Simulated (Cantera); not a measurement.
Charge: 1 mol CaO, 7.1 mol HBr, 8.9 mol H2, held at 1023.15 K.

Method: chemical equilibrium by Gibbs-energy minimisation in Cantera with the NASA 1993 tables (ideal gas, pure condensed phases). Candidate condensed phases: Br2, Ca, CaBr2, CaO, Ca(OH)2, H2O; 19 gas species. Equilibrium is a limit: real reactors are often held back by kinetics, nucleation or transport.

At 100000 Pa, list the 3 most abundant gas species with their mole fractions, and the condensed phases.

H2 0.593, HBr 0.340, H2O 0.0667. Condensed: CaBr2(l).
